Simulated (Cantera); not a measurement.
# Adiabatic ignition

An adiabatic, constant-pressure homogeneous reactor starts with H2 : O2 : N2 = 1 : 0.5 : 2.7 (molar parts), equivalence ratio 1.0, at 1598 K and 750 Torr.

Computed with Cantera and the H2/O2 subset of GRI-Mech 3.0, which has no nitrogen chemistry.

| t (s) | T (K) | x H2 | x O2 | x O | x OH | x H |
|---|---|---|---|---|---|---|
| 1.00e-6 | 1598 | 0.238 | 0.119 | 9.86e-8 | 9.53e-8 | 7.66e-7 |
| 2.77e-6 | 1598 | 0.238 | 0.119 | 1.06e-6 | 1.02e-6 | 7.38e-6 |
| 7.65e-6 | 1599 | 0.235 | 0.118 | 0.000226 | 0.000219 | 0.00154 |
| 2.11e-5 | 1927 | 0.0503 | 0.0285 | 0.0228 | 0.0195 | 0.0784 |
| 5.85e-5 | 2308 | 0.0493 | 0.0220 | 0.0155 | 0.0248 | 0.0452 |
| 0.000162 | 2625 | 0.0419 | 0.0162 | 0.00866 | 0.0247 | 0.0228 |
| 0.000447 | 2767 | 0.0361 | 0.0132 | 0.00576 | 0.0226 | 0.0146 |
| 0.00124 | 2774 | 0.0358 | 0.0130 | 0.00563 | 0.0225 | 0.0142 |
| 0.00342 | 2774 | 0.0358 | 0.0130 | 0.00563 | 0.0225 | 0.0142 |
| 0.00946 | 2774 | 0.0358 | 0.0130 | 0.00563 | 0.0225 | 0.0142 |
| 0.0262 | 2774 | 0.0358 | 0.0130 | 0.00563 | 0.0225 | 0.0142 |
| 0.0723 | 2774 | 0.0358 | 0.0130 | 0.00563 | 0.0225 | 0.0142 |
| 0.200 | 2774 | 0.0358 | 0.0130 | 0.00563 | 0.0225 | 0.0142 |
x: mole fraction; the columns are a selection and need not sum to one.

The time of steepest temperature rise is 12.2 µs and the temperature at 0.200 s is 2774 K. The equilibrium temperature is 2774 K. The x(H2) at 0.200 s comes out as 0.0358 (gas-phase equilibrium 0.0358) and the x(O2) at 0.200 s comes out as 0.0130 (gas-phase equilibrium 0.0130). The x(O) at 0.200 s is 0.00563 (gas-phase equilibrium 0.00563).
